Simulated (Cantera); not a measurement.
# Reactions in the system C-F-Pb

Cantera with NASA thermochemical tables; ideal gases at 1 bar, condensed phases pure. Values are per mole of reaction as written; species without (g) are pure solids or liquids, kept so even where they would boil at 1 bar. The tables' values for C2F4 are old estimates.

C2F4(g) + 2 Pb(g) → 2 PbF2 + 2 C

```csv
T (K),ΔH° (kJ),ΔS° (J/K),ΔG° (kJ),log10 K
1950,-912.3,-235.5,-453.0,12.13
2025,-905.6,-232.2,-435.5,11.23
2100,-899.0,-229.0,-418.2,10.40
2175,-892.5,-225.9,-401.1,9.63
2250,-886.1,-223.0,-384.3,8.92
```
